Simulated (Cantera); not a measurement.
Feed: 1 mol Cu, 0.31 mol CO, 12 mol N2, held at 14.0 Pa.

These are equilibrium values from Cantera (NASA tables, ideal gas, pure condensed phases), not measurements of a reactor. Candidate condensed phases: C, Cu, CuO, Cu2O; 27 gas species. Rates play no part.

log p: log10 of the partial pressure in bar; n: condensed amount in mol.

```tsv
T (K)	log p N2	log p Cu	log p CO	log p Cu2	n Cu(s)	n Cu(l)
1100	-3.86	-9.23	-5.45	(withheld)	1.000	0
1150	-3.86	-8.54	-5.45	(withheld)	1.000	0
1200	-3.86	-7.91	-5.45	(withheld)	0.999	0
1250	-3.87	-7.33	-5.45	(withheld)	0.996	0
1300	-3.87	-6.80	-5.45	(withheld)	0.986	0
1350	-3.87	-6.31	-5.45	(withheld)	0.957	0
1400	-3.87	-5.87	-5.46	(withheld)	0	0.880
1450	-3.88	-5.46	-5.46	(withheld)	0	0.690
1500	-3.89	-5.08	-5.48	(withheld)	0	0.231
```

Question: What belongs in the gaps?

Answer: 
- 1100, log p Cu2: -14.32
- 1150, log p Cu2: -13.35
- 1200, log p Cu2: -12.46
- 1250, log p Cu2: -11.64
- 1300, log p Cu2: -10.89
- 1350, log p Cu2: -10.19
- 1400, log p Cu2: -9.58
- 1450, log p Cu2: -9.02
- 1500, log p Cu2: -8.49
